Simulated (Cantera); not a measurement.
Feed: 1 mol Si3N4, 0.0028 mol H2O, 3.3 mol H2, held at 22.0 mbar.

Cantera equilibrium calculation (NASA polynomials, part measured and part estimated; ideal gas, pure solids and liquids). Candidate condensed phases: H2O, Si, SiO2, Si2N2O, Si3N4; 35 gas species. The tables' values for SiN are old estimates; treat these amounts as uncertain. Gases not in the tables: Si2H6 and higher silanes. Rates play no part.

**Question.** At 1750 °C, list the 5 most abundant gas species with their mole fractions, and the condensed phases.

**Answer.** H2 0.612, N2 0.374, H 0.0100, Si 0.00259, SiO 0.000524. Condensed: Si(l).
